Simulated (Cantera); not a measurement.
What does this Cantera script print?

```python
import numpy as np
import cantera as ct

gas = ct.Solution("gri30.yaml")


def delay(T, t_max=10):
    gas.TPX = T, 87000, {'CH4': 1, 'O2': 4.55, 'N2': 17.1}
    reactor = ct.IdealGasReactor(gas, clone=False)
    net = ct.ReactorNet([reactor])
    net.rtol, net.atol = 1e-8, 1e-16
    while net.time < t_max:
        t_old, T_old = net.time, reactor.T
        net.step()
        if reactor.T > T + 400:  # ignition: a rise of 400 K
            return t_old + (T + 400 - T_old) / (reactor.T - T_old) * (net.time - t_old)
    return np.nan


taus = []
for T in [1000, 1050, 1100, 1150, 1200, 1250, 1300]:
    taus.append(delay(T))
    print(f"T0 = {T:6g} K   tau = {taus[-1]:.4e} s")
```

Output:

```
T0 =   1000 K   tau = 8.3148e-01 s
T0 =   1050 K   tau = 3.4567e-01 s
T0 =   1100 K   tau = 1.5056e-01 s
T0 =   1150 K   tau = 6.8512e-02 s
T0 =   1200 K   tau = 3.2557e-02 s
T0 =   1250 K   tau = 1.6159e-02 s
T0 =   1300 K   tau = 8.3848e-03 s
```

Computed with Cantera and GRI-Mech 3.0 (53 species, 325 reactions).
